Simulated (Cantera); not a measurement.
Input: 1 mol B2H6, a varied amount of O2, 6.8 mol N2, at 1473.15 K and 1.50 Torr.

Cantera equilibrium calculation (NASA polynomials, part measured and part estimated; ideal gas, pure solids and liquids). Candidate condensed phases: B, BN, B2O3, B3O3H3, H2O; 39 gas species. The feed counts by its element totals alone. N2 is the only nitrogen source here; it is nearly inert below about 1500 K, so the nitride shown seldom forms there in practice. Mutual solubility and eutectic melting of coexisting phases are not modelled. Gases not in the tables: H3BO3. The numbers say what is thermodynamically allowed, not how fast it happens.

Q: Which condensed phases are stable at each of these points (n(O2) (mol)): 1, 1.4, 1.8, 2.4, 3.2, 4.3, 5.7, 7.6?

A: 
| n(O2) (mol) | condensed phases | B condensed (%) |
|---|---|---|
| 1 | BN(s) + B2O3(l) | 88.6 |
| 1.4 | BN(s) + B2O3(l) | 88.4 |
| 1.8 | B2O3(l) | 59.1 |
| 2.4 | B2O3(l) | 21.4 |
| 3.2 | gas only | 0.0 |
| 4.3 | gas only | 0.0 |
| 5.7 | gas only | 0.0 |
| 7.6 | gas only | 0.0 |

From 1 mol O2 to 1.4 mol O2 the condensed part is BN(s) + B2O3(l). From 1.8 mol O2 to 2.4 mol O2 the condensed part is B2O3(l). From 3.2 mol O2 to 7.6 mol O2 nothing is condensed.
